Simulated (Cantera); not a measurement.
Input: 1 mol Cu2O, 4.9 mol H2, at 1873 K and 2.78 Torr.

These are equilibrium values from Cantera (NASA tables, ideal gas, pure condensed phases), not measurements of a reactor. Candidate condensed phases: Cu, CuO, Cu(OH)2, Cu2O, H2O; 12 gas species. Equilibrium is a limit: real reactors are often held back by kinetics, nucleation or transport.

Base state: H2 0.559, Cu 0.288, H2O 0.144, H 0.00794, Cu2 0.000652, OH 0.000159 (mole fractions); condensed: gas only.

Question: What changes in the equilibrium state with this change: temperature from 1873 K to 725 K?

Answer: 
| species | before | after |
|---|---|---|
| H2 | 0.559 | 0.796 |
| H2O | 0.144 | 0.204 |
| Cu | 0.288 | <1e-9 |
| H | 0.00794 | <1e-9 |
| Cu2 | 0.000652 | <1e-9 |
| OH | 0.000159 | <1e-9 |
| Cu(s), mol | 0 | 2.00 |

Question: What changes in the equilibrium state with this change: Cu2O replaced by Al2O3?

Answer: 
```csv
species,before,after
H2,0.559,0.989
H,0.00794,0.0106
H2O,0.144,0.000234
Cu,0.288,0
Al,0,0.000128
Cu2,0.000652,0
Al2O,0,1.64e-5
"Al2O3(s), mol",0,1.000
```
Further candidate phases: Al, Al2O3.
